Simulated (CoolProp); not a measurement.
Vapour-liquid equilibrium of R134a (1) + dimethyl ether (2) at 0.602 MPa; x and y are mole fractions of (1).

Model: multi-fluid Helmholtz-energy mixture model, Tillner-Roth 1994 and Wu 2011; pair parameters Bell 2016, in CoolProp.

```
x      bubble temperature, mixture model (°C)  bubble temperature, Raoult's law (°C)  y, mixture model  y, Raoult's law
-----  --------------------------------------  -------------------------------------  ----------------  ---------------
0.05                                     26.0                                   25.5             0.044            0.056
0.125                                    26.3                                   25.1             0.116            0.139
0.2                                      26.5                                   24.8             0.194            0.220
0.275                                    26.5                                   24.5             0.277            0.299
0.35                                     26.4                                   24.2             0.362            0.378
0.425                                    26.2                                   23.9             0.447            0.454
0.5                                      25.8                                   23.6             0.531            0.530
0.575                                    25.4                                   23.3             0.613            0.604
0.65                                     24.8                                   23.0             0.691            0.676
0.725                                    24.2                                   22.7             0.765            0.748
0.8                                      23.6                                   22.4             0.835            0.818
0.875                                    22.9                                   22.1             0.900            0.887
0.95                                     22.2                                   21.9             0.961            0.955
```

The largest gap from Raoult's law is +2.3 K in bubble temperature, at x = 0.425. y crosses x between x = 0.2 and 0.275: the model has an azeotrope there.

The pair parameters rest on a limited set of measurements; away from them the model extrapolates.
